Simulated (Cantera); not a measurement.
A closed system holds: 1 mol PbO, 6.9 mol CO, 1 mol N2, 3 mol H2, at 450 °C and 0.100 bar.

Method: chemical equilibrium by Gibbs-energy minimisation in Cantera with the NASA 1993 tables (ideal gas, pure condensed phases). The numbers say what is thermodynamically allowed, not how fast it happens.

| species | before | after |
|---|---|---|
| CO | 0.0518 | 0.536 |
| H2 | 0.183 | 0.211 |
| N2 | 0.137 | 0.0840 |
| CO2 | 0.418 | 0.0434 |
| H2O | 0.193 | 0.0407 |
| Pb | 3.12e-8 | 0.0840 |
| CH4 | 0.0177 | 1.03e-8 |
| Pb2 | <1e-9 | 1.43e-5 |
| H | <1e-9 | 1.38e-5 |
| NH3 | 2.02e-5 | 2.04e-7 |
| C(graphite), mol | 3.33 | 0 |
| Pb(l), mol | 1.00 | 0 |
Gas species are given as mole fractions.

Task: What was changed between the two runs?
(A) temperature from 450 °C to 977 °C
(B) temperature from 450 °C to 775 °C
(C) CO from 6.9 to 2.4 mol
(D) temperature from 450 °C to 1177 °C

Result: D, temperature from 450 °C to 1177 °C
